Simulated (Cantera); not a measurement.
What does this Cantera script print?

```python
import numpy as np
import cantera as ct

gas_names = """
    Fe FeO Fe(OH)2 H HO2 H2 H2O H2O2 O OH O2 O3
""".split()
cond_names = """
    Fe(a) Fe(c) Fe(d) Fe(L) FeO(s) FeO(L) Fe(OH)2(s) Fe(OH)3(s) Fe2O3(s) Fe3O4(s) H2O(s) H2O(L)
""".split()


# ... load() reads the species with a 1 bar reference pressure and builds the phases ...
atoms = {
    'Fe3O4': {'Fe': 3, 'O': 4},
    'H2': {'H': 2},
}
top_T = {'Fe2O3(s)': 1830, 'Fe3O4(s)': 1870}  # K; cautious upper limits of use, not melting points


# ... equilibrate(T, P, feed) seeds the gas with the atoms and calls Mixture.equilibrate('TP', solver="vcs", rtol=1e-11, max_steps=5000) ...
results = []
feed = {'Fe3O4': 1, 'H2': 79}  # mol
P = 1000  # Pa
for T in [898, 973, 1048, 1123, 1198, 1273, 1348, 1423, 1498, 1573, 1648, 1723]:
    mix = equilibrate(T, P, feed)
    results.append((T, P, feed, dict(zip(mix.species_names, mix.species_moles))))
    x = sorted(zip(gas.X, gas.species_names), reverse=True)
    print(f"T = {T:g} K  P = {P:g} Pa  gas = {mix.phase_moles(0):.4g} mol")
    print("   x: " + "  ".join(f"{s} {v:.3e}" for v, s in x if v > 1e-05))
    print("   condensed (mol): " + ("  ".join(f"{mix.phase(i).name} {mix.phase_moles(i):.4g}"
          for i in range(1, mix.n_phases) if mix.phase_moles(i) > 1e-12) or "none"))
```

Output:

```
T = 898 K  P = 1000 Pa  gas = 79 mol
   x: H2 9.494e-01  H2O 5.063e-02
   condensed (mol): Fe(a) 3
T = 973 K  P = 1000 Pa  gas = 79 mol
   x: H2 9.494e-01  H2O 5.063e-02
   condensed (mol): Fe(a) 3
T = 1048 K  P = 1000 Pa  gas = 79 mol
   x: H2 9.494e-01  H2O 5.063e-02
   condensed (mol): Fe(a) 3
T = 1123 K  P = 1000 Pa  gas = 79 mol
   x: H2 9.494e-01  H2O 5.063e-02
   condensed (mol): Fe(a) 3
T = 1198 K  P = 1000 Pa  gas = 79 mol
   x: H2 9.494e-01  H2O 5.063e-02
   condensed (mol): Fe(c) 3
T = 1273 K  P = 1000 Pa  gas = 79 mol
   x: H2 9.494e-01  H2O 5.063e-02
   condensed (mol): Fe(c) 3
T = 1348 K  P = 1000 Pa  gas = 79 mol
   x: H2 9.493e-01  H2O 5.063e-02  H 2.254e-05
   condensed (mol): Fe(c) 3
T = 1423 K  P = 1000 Pa  gas = 79 mol
   x: H2 9.493e-01  H2O 5.063e-02  H 6.472e-05
   condensed (mol): Fe(c) 3
T = 1498 K  P = 1000 Pa  gas = 79.01 mol
   x: H2 9.492e-01  H2O 5.063e-02  H 1.674e-04  Fe 1.437e-05
   condensed (mol): Fe(c) 2.999
T = 1573 K  P = 1000 Pa  gas = 79.02 mol
   x: H2 9.489e-01  H2O 5.062e-02  H 3.961e-04  Fe 6.575e-05
   condensed (mol): Fe(c) 2.995
T = 1648 K  P = 1000 Pa  gas = 79.05 mol
   x: H2 9.483e-01  H2O 5.059e-02  H 8.672e-04  Fe 2.609e-04
   condensed (mol): Fe(c) 2.979
T = 1723 K  P = 1000 Pa  gas = 79.14 mol
   x: H2 9.468e-01  H2O 5.053e-02  H 1.774e-03  Fe 9.125e-04
   condensed (mol): Fe(d) 2.928
```

These are equilibrium values from Cantera (NASA tables, ideal gas, pure condensed phases), not measurements of a reactor.
